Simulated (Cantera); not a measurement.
# Adiabatic ignition

An adiabatic, constant-pressure homogeneous reactor starts with H2 : O2 : N2 : H2O = 1 : 0.714 : 2.69 : 0.23 (molar parts), at 1148 K and 4.10 bar.

Computed with Cantera and GRI-Mech 3.0 (53 species, 325 reactions). The hydrogen kinetics of GRI-Mech 3.0 are dated; newer H2 mechanisms differ, most at raised pressure.

```tsv
t (s)	T (K)	x H2	x O2	x H2O	x H2O2	x O	x HO2
1.00e-5	1148	0.216	0.154	0.0496	2.37e-9	2.70e-9	1.84e-7
3.01e-5	1148	0.216	0.154	0.0496	3.83e-8	6.04e-9	1.03e-6
9.03e-5	1148	0.216	0.154	0.0496	1.01e-6	5.10e-8	1.17e-5
0.000271	2546	0.00469	0.0494	0.283	9.90e-7	0.00200	1.30e-5
0.000816	2544	0.00468	0.0489	0.283	9.81e-7	0.00197	1.28e-5
0.00245	2540	0.00465	0.0476	0.283	9.60e-7	0.00191	1.24e-5
0.00737	2533	0.00461	0.0456	0.284	9.28e-7	0.00181	1.19e-5
0.0221	2531	0.00459	0.0448	0.284	9.15e-7	0.00177	1.16e-5
0.0665	2531	0.00459	0.0448	0.284	9.15e-7	0.00177	1.16e-5
0.200	2531	0.00459	0.0448	0.284	9.15e-7	0.00177	1.16e-5
```
x: mole fraction; the columns are a selection and need not sum to one.

```
Item                                                                 Value
---------------------------------  ---------------------------------------
time of steepest temperature rise                                 0.185 ms
temperature at 0.200 s                                              2531 K
equilibrium temperature                                             2531 K
x(H2) at 0.200 s                   0.00459 (gas-phase equilibrium 0.00459)
x(O2) at 0.200 s                     0.0448 (gas-phase equilibrium 0.0448)
x(H2O) at 0.200 s                      0.284 (gas-phase equilibrium 0.284)
```
